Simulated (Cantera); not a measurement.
Feed: 1 mol (CH3)2SiCl2, 0.58 mol C3H8, 2.5 mol H2, at 2273 K and 1.00 bar.

Cantera equilibrium calculation (NASA polynomials, part measured and part estimated; ideal gas, pure solids and liquids). Candidate condensed phases: C, C6H6, C7H8, C8H18, Si, SiC; 109 gas species. The feed counts by its element totals alone. The tables' values for SiCl3, SiCl are old estimates; treat these amounts as uncertain. Gases not in the tables: Si2H6 and higher silanes. Kinetics and transport are ignored.

Base state: H2 0.776, HCl 0.199, SiCl2 0.0122, H 0.00740, C2H2 (acetylene) 0.00293, Cl 0.00137, SiCl3 0.000273, SiCl 0.000205 (mole fractions); condensed: C(graphite) + SiC(s).

Q: What changes in the equilibrium state with this change: temperature from 2273 K to 1673.15 K?

A: 
```json
[
 {"species": "H2", "before": "0.776", "after": "0.778"},
 {"species": "HCl", "before": "0.199", "after": "0.217"},
 {"species": "SiCl2", "before": "0.0122", "after": "0.00293"},
 {"species": "H", "before": "0.00740", "after": "0.000101"},
 {"species": "Si", "before": "9.73e-5", "after": "5.60e-9"},
 {"species": "SiC2", "before": "1.22e-5", "after": "<1e-9"},
 {"species": "SiH", "before": "3.31e-5", "after": "8.34e-9"},
 {"species": "C(graphite), mol", "before": "2.80", "after": "2.77"},
 {"species": "SiC(s), mol", "before": "0.886", "after": "0.964"}
]
```
The tables' values for SiCl3 are old estimates; treat these amounts as uncertain.
